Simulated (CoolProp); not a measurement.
Model: reference Helmholtz-energy equation of state, Thol 2018, in CoolProp.

Question: For hydrogen chloride, give the phase and the cp (kJ/(kg K)), cv (kJ/(kg K)), speed of sound (m/s), Joule-Thomson coefficient (K/MPa) at 67.05 °C and 3.2 bar.

Answer: 
- 67.05 °C and 3.2 bar: gas; cp 0.819, cv 0.578, speed of sound 327, Joule-Thomson coefficient 11.6
